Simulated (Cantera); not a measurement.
An isothermal, constant-pressure homogeneous reactor starts with C2H6 : N2 = 1 : 99 (molar parts), at 1000 K and 1.01 bar. Integrator tolerance rtol = 1e-08.

Cantera simulation using GRI-Mech 3.0 (53 species, 325 reactions); the numbers are that mechanism's predictions, not measurements. GRI-Mech 3.0 stops at C3 and has no aromatics, soot or wall deposition, so with more carbon than oxygen in the feed, carbon stays in small species such as C2H2 where larger ones or solid carbon would form.

### Question
What does this change do: temperature 1000 to 1250 K?

### Answer
```json
[
 {"quantity": "x(C2H6) at 4.00 s", "before": "0.00281 (gas-phase equilibrium 6.99e-6)", "after": "9.28e-7 (gas-phase equilibrium 2.10e-7)"},
 {"quantity": "x(CH3) at 4.00 s", "before": "3.13e-8 (gas-phase equilibrium 7.80e-9)", "after": "1.71e-7 (gas-phase equilibrium 1.33e-7)"},
 {"quantity": "x(HCN) at 4.00 s", "before": "<1e-12 (gas-phase equilibrium 0.00616)", "after": "2.08e-9 (gas-phase equilibrium 0.0145)"},
 {"quantity": "x(C2H) at 4.00 s", "before": "<1e-12 (gas-phase equilibrium <1e-12)", "after": "1.68e-11 (gas-phase equilibrium 1.64e-12)"},
 {"quantity": "x(C2H2) at 4.00 s", "before": "0.000237 (gas-phase equilibrium 0.000594)", "after": "0.00826 (gas-phase equilibrium 0.00151)"},
 {"quantity": "x(CH4) at 4.00 s", "before": "0.000210 (gas-phase equilibrium 0.0107)", "after": "0.00126 (gas-phase equilibrium 0.00184)"},
 {"quantity": "x(CH2) at 4.00 s", "before": "<1e-12 (gas-phase equilibrium <1e-12)", "after": "<1e-12 (gas-phase equilibrium <1e-12)"}
]
```

### Question
What does this change do: C2H6 1 to 0.11 parts?

### Answer
```
quantity                                              before                                     after
-----------------  -----------------------------------------  ----------------------------------------
x(C2H6) at 4.00 s    0.00281 (gas-phase equilibrium 6.99e-6)  0.000406 (gas-phase equilibrium 6.51e-8)
x(CH3) at 4.00 s     3.13e-8 (gas-phase equilibrium 7.80e-9)  2.35e-8 (gas-phase equilibrium 7.53e-10)
x(HCN) at 4.00 s      <1e-12 (gas-phase equilibrium 0.00616)    <1e-12 (gas-phase equilibrium 0.00145)
x(C2H) at 4.00 s       <1e-12 (gas-phase equilibrium <1e-12)     <1e-12 (gas-phase equilibrium <1e-12)
x(C2H2) at 4.00 s  0.000237 (gas-phase equilibrium 0.000594)   3.11e-5 (gas-phase equilibrium 3.22e-5)
x(CH4) at 4.00 s     0.000210 (gas-phase equilibrium 0.0107)  1.58e-5 (gas-phase equilibrium 0.000665)
x(CH2) at 4.00 s       <1e-12 (gas-phase equilibrium <1e-12)     <1e-12 (gas-phase equilibrium <1e-12)
```
